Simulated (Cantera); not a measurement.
A freely propagating, adiabatic, planar premixed flame of H₂ : O₂ : N₂ = 1 : 0.575 : 2.16 (molar parts), unburnt at 675 K and 1000000 Pa; mixture-averaged transport, grid criteria slope 0.08 and curve 0.16, no radiation.

Detailed kinetics in Cantera: the H2/O2 subset of GRI-Mech 3.0, which has no nitrogen chemistry. The hydrogen kinetics of GRI-Mech 3.0 are dated; newer H2 mechanisms differ, most at raised pressure. Burning velocities carry a grid error of a few per cent, more on coarse grids.

Question: Predict: laminar burning velocity; thermal thickness; peak x(H₂O₂); peak x(O); peak x(OH).

Answer: 
```
Property                      Value
------------------------  ---------
laminar burning velocity   634 cm/s
thermal thickness         0.0261 mm
peak x(H₂O₂)               0.000130
peak x(O)                   0.00732
peak x(OH)                   0.0174
```
